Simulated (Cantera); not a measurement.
A closed system holds: 1 mol SiHCl3, 6.2 mol NH3, 2.4 mol H2, 54 mol N2, equilibrated at 1248 K and 0.00430 bar.

Cantera equilibrium calculation (NASA polynomials, part measured and part estimated; ideal gas, pure solids and liquids). Candidate condensed phases: NH4Cl, Si, Si3N4; 28 gas species. Kinetics and transport are ignored.

Base state: N2 0.805, H2 0.153, HCl 0.0427, SiCl2 3.17e-5 (mole fractions); condensed: Si3N4(s).

**Question.** What changes in the equilibrium state with this change: temperature from 1248 K to 1673 K?

**Answer.** 
```json
[
 {"species": "N2", "before": "0.805", "after": "0.805"},
 {"species": "H2", "before": "0.153", "after": "0.159"},
 {"species": "HCl", "before": "0.0427", "after": "0.0274"},
 {"species": "SiCl2", "before": "3.17e-5", "after": "0.00744"},
 {"species": "Si", "before": "<1e-9", "after": "4.23e-5"},
 {"species": "SiCl", "before": "<1e-9", "after": "3.72e-5"},
 {"species": "Si3N4(s), mol", "before": "0.332", "after": "0.156"}
]
```
The tables' values for SiCl, SiCl3 are old estimates; treat these amounts as uncertain.

**Question.** What changes in the equilibrium state with this change: SiHCl3 replaced by trisilylamine?

**Answer.** 
```csv
species,before,after
N2,0.805,0.774
H2,0.153,0.226
HCl,0.0427,0
SiCl2,3.17e-5,0
"Si3N4(s), mol",0.332,1.00
```
The feed counts by its element totals alone.
